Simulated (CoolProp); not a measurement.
Vapour-liquid equilibrium of isohexane (1) + ethanol (2) at 123.05 °C; x and y are mole fractions of (1).

Computed with CoolProp (multi-fluid Helmholtz-energy mixture model, Lemmon 2006 and Schroeder 2014; pair parameters Bell 2016).

### Question
Give the bubble pressure and the first vapour's composition at x = 0.2, 0.35, 0.65. Is there an azeotrope?

### Answer
x = 0.2: 0.6845 MPa, y = 0.396; x = 0.35: 0.7300 MPa, y = 0.477; x = 0.65: 0.7373 MPa, y = 0.576. y crosses x between x = 0.5 and 0.65: the model has an azeotrope there.

The pair parameters rest on a limited set of measurements; away from them the model extrapolates.
